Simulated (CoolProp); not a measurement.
Octamethylcyclotetrasiloxane (D4) at 568.02 K and 5.82 MPa is throttled through a valve to 0.268 MPa with no heat exchange. Each further row changes one setting.

Model: reference Helmholtz-energy equation of state, Thol 2015, in CoolProp.

```csv
case,temperature change (K),final density (kg/m³)
as stated,-48.8,21.0
outlet pressure 0.0804 MPa,-51.4,5.75
outlet pressure 0.348 MPa,-47.5,28.6
```
